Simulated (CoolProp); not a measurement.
Properties of propylene glycol along the isotherm 346.85 °C.

Computed with CoolProp (reference Helmholtz-energy equation of state, Eisenbach 2021).

```json
[
 {"p (MPa)": "0.729", "phase": "gas", "Z": "0.9529", "cp (kJ/(kg K))": "3.050", "speed of sound (m/s)": "253.9", "Joule-Thomson coefficient (K/MPa)": "6.140", "fugacity coefficient": "0.9550"},
 {"p (MPa)": "1.46", "phase": "gas", "Z": "0.9007", "cp (kJ/(kg K))": "3.130", "speed of sound (m/s)": "241.0", "Joule-Thomson coefficient (K/MPa)": "6.785", "fugacity coefficient": "0.9098"},
 {"p (MPa)": "2.19", "phase": "gas", "Z": "0.8418", "cp (kJ/(kg K))": "3.249", "speed of sound (m/s)": "225.9", "Joule-Thomson coefficient (K/MPa)": "7.666", "fugacity coefficient": "0.8645"},
 {"p (MPa)": "2.92", "phase": "gas", "Z": "0.7723", "cp (kJ/(kg K))": "3.453", "speed of sound (m/s)": "207.4", "Joule-Thomson coefficient (K/MPa)": "8.994", "fugacity coefficient": "0.8185"},
 {"p (MPa)": "3.65", "phase": "liquid", "Z": "0.08040", "cp (kJ/(kg K))": "4.722", "speed of sound (m/s)": "490.5", "Joule-Thomson coefficient (K/MPa)": "0.4122", "fugacity coefficient": "0.7141"},
 {"p (MPa)": "4.38", "phase": "liquid", "Z": "0.09587", "cp (kJ/(kg K))": "4.666", "speed of sound (m/s)": "503.2", "Joule-Thomson coefficient (K/MPa)": "0.3795", "fugacity coefficient": "0.6047"},
 {"p (MPa)": "5.1", "phase": "liquid", "Z": "0.1110", "cp (kJ/(kg K))": "4.617", "speed of sound (m/s)": "515.2", "Joule-Thomson coefficient (K/MPa)": "0.3509", "fugacity coefficient": "0.5275"},
 {"p (MPa)": "5.83", "phase": "liquid", "Z": "0.1262", "cp (kJ/(kg K))": "4.574", "speed of sound (m/s)": "526.7", "Joule-Thomson coefficient (K/MPa)": "0.3251", "fugacity coefficient": "0.4689"},
 {"p (MPa)": "6.56", "phase": "liquid", "Z": "0.1412", "cp (kJ/(kg K))": "4.534", "speed of sound (m/s)": "537.8", "Joule-Thomson coefficient (K/MPa)": "0.3018", "fugacity coefficient": "0.4233"},
 {"p (MPa)": "7.29", "phase": "liquid", "Z": "0.1562", "cp (kJ/(kg K))": "4.499", "speed of sound (m/s)": "548.4", "Joule-Thomson coefficient (K/MPa)": "0.2808", "fugacity coefficient": "0.3869"},
 {"p (MPa)": "8.02", "phase": "liquid", "Z": "0.1710", "cp (kJ/(kg K))": "4.467", "speed of sound (m/s)": "558.6", "Joule-Thomson coefficient (K/MPa)": "0.2617", "fugacity coefficient": "0.3572"},
 {"p (MPa)": "8.75", "phase": "liquid", "Z": "0.1857", "cp (kJ/(kg K))": "4.438", "speed of sound (m/s)": "568.5", "Joule-Thomson coefficient (K/MPa)": "0.2441", "fugacity coefficient": "0.3326"},
 {"p (MPa)": "9.48", "phase": "liquid", "Z": "0.2003", "cp (kJ/(kg K))": "4.411", "speed of sound (m/s)": "578.1", "Joule-Thomson coefficient (K/MPa)": "0.2280", "fugacity coefficient": "0.3117"},
 {"p (MPa)": "10.2", "phase": "liquid", "Z": "0.2147", "cp (kJ/(kg K))": "4.386", "speed of sound (m/s)": "587.2", "Joule-Thomson coefficient (K/MPa)": "0.2133", "fugacity coefficient": "0.2942"},
 {"p (MPa)": "10.9", "phase": "liquid", "Z": "0.2285", "cp (kJ/(kg K))": "4.364", "speed of sound (m/s)": "595.8", "Joule-Thomson coefficient (K/MPa)": "0.2000", "fugacity coefficient": "0.2794"}
]
```
